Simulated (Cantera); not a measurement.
**Equilibrium for thermal oxidation and active oxidation of silicon: Si + N₂O + H₂**

A closed system holds: 1 mol Si, 2.5 mol N₂O, 38 mol H₂, at 2.10e-6 bar.

Method: chemical equilibrium by Gibbs-energy minimisation in Cantera with the NASA 1993 tables (ideal gas, pure condensed phases). Candidate condensed phases: H₂O, Si, SiO₂, Si₂N₂O, Si₃N₄; 35 gas species. The tables hold silica as quartz up to 1696 K and as liquid above; real silica turns to tridymite and cristobalite and melts near 1996 K. The numbers say what is thermodynamically allowed, not how fast it happens.

| T (°C) | x H₂ | x H | x N₂ | x H₂O | x SiO | n SiO₂(β-quartz) |
|---|---|---|---|---|---|---|
| 777 | 0.926 | 5.39e-6 | 0.0617 | 0.0123 | 4.26e-10 | 1.00 |
| 852 | 0.926 | 2.95e-5 | 0.0617 | 0.0123 | 2.85e-8 | 1.000 |
| 927 | 0.926 | 0.000131 | 0.0617 | 0.0123 | 1.11e-6 | 1.000 |
| 1002 | 0.925 | 0.000489 | 0.0617 | 0.0124 | 2.79e-5 | 0.999 |
| 1077 | 0.924 | 0.00158 | 0.0617 | 0.0128 | 0.000468 | 0.981 |
| 1152 | 0.913 | 0.00450 | 0.0613 | 0.0168 | 0.00451 | 0.816 |
| 1227 | 0.874 | 0.0114 | 0.0601 | 0.0334 | 0.0214 | 0.110 |
| 1302 | 0.855 | 0.0265 | 0.0594 | 0.0356 | 0.0238 | 0 |
| 1377 | 0.826 | 0.0570 | 0.0585 | 0.0350 | 0.0234 | 0 |
| 1452 | 0.774 | 0.113 | 0.0568 | 0.0338 | 0.0227 | 0 |
| 1527 | 0.687 | 0.205 | 0.0540 | 0.0316 | 0.0216 | 0 |
| 1602 | 0.561 | 0.339 | 0.0500 | 0.0280 | 0.0200 | 0 |
| 1677 | 0.406 | 0.504 | 0.0448 | 0.0220 | 0.0179 | 0 |
| 1752 | 0.253 | 0.668 | 0.0396 | 0.0130 | 0.0158 | 0 |
x: gas mole fraction; n: condensed amount in mol.

From 777 °C to 1227 °C the condensed part is SiO₂(β-quartz). From 1302 °C to 1752 °C nothing is condensed.
